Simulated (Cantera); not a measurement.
Feed: 1 mol MgO, 0.024 mol C, 1.2 mol H₂, held at 0.390 bar.

Equilibrium computed with Cantera from the NASA thermochemical tables; the gas is ideal and each condensed phase is pure. Candidate condensed phases: C, C₆H₆, C₇H₈, C₈H₁₈, H₂O, Mg, MgCO₃, MgO, Mg(OH)₂; 139 gas species. Ions and electrons are included (thermal ionisation). The tables' values for MgH are old estimates; treat these amounts as uncertain. The numbers say what is thermodynamically allowed, not how fast it happens.

x: gas mole fraction; n: condensed amount in mol.

```tsv
T (°C)	x H	x Mg	x H₂O	x O	x H₂	x OH	x MgOH	x MgO	x O₂	n MgO(s)
2727	0.106	0.338	0.241	0.0177	0.177	0.0482	0.0238	0.0234	0.00956	0.0858
3227	(withheld)	(withheld)	(withheld)	(withheld)	(withheld)	(withheld)	(withheld)	(withheld)	(withheld)	0
3727	(withheld)	0.238	(withheld)	(withheld)	(withheld)	(withheld)	(withheld)	(withheld)	(withheld)	0
4227	0.530	0.227	0.000167	0.214	0.00916	0.00675	2.24e-5	0.00237	0.00144	0
4727	0.538	0.221	1.30e-5	0.218	0.00273	0.00206	2.65e-6	0.000973	0.000379	0
```

Problem. Complete the blanks.

Solution. 
- 3227, x H: 0.320
- 3227, x Mg: 0.280
- 3227, x H₂O: 0.0534
- 3227, x O: 0.112
- 3227, x H₂: 0.115
- 3227, x OH: 0.0686
- 3227, x MgOH: 0.00389
- 3227, x MgO: 0.0188
- 3227, x O₂: 0.0200
- 3727, x H: 0.485
- 3727, x H₂O: 0.00323
- 3727, x O: 0.191
- 3727, x H₂: 0.0361
- 3727, x OH: 0.0254
- 3727, x MgOH: 0.000278
- 3727, x MgO: 0.00668
- 3727, x O₂: 0.00646
